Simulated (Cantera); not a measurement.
A closed system holds: 1 mol Si₃N₄, 0.015 mol CO₂, 2.9 mol N₂, held at 0.000180 bar.

Method: chemical equilibrium by Gibbs-energy minimisation in Cantera with the NASA 1993 tables (ideal gas, pure condensed phases). Candidate condensed phases: C, Si, SiC, SiO₂, Si₂N₂O, Si₃N₄; 34 gas species. Mutual solubility and eutectic melting of coexisting phases are not modelled. Kinetics and transport are ignored.

**Question.** What share of the Si ends up in condensed phases as a function of T (°C), at 800, 900, 1000, 1100, 1200, 1300, 1400, 1500, 1600, 1700, 1800, 1900?

**Answer.** 
```csv
T (°C),Si condensed (%),as
800,100.0,Si₂N₂O(s) + Si₃N₄(s)
900,100.0,SiC(s) + Si₂N₂O(s) + Si₃N₄(s)
1000,100.0,SiC(s) + Si₂N₂O(s) + Si₃N₄(s)
1100,100.0,SiC(s) + Si₂N₂O(s) + Si₃N₄(s)
1200,99.9,SiC(s) + Si₂N₂O(s) + Si₃N₄(s)
1300,99.0,Si(s) + SiC(s)
1400,98.6,Si(s) + SiC(s)
1500,97.0,Si(l) + SiC(s)
1600,90.1,Si(l) + SiC(s)
1700,61.9,Si(l)
1800,0.0,-
1900,0.0,-
```
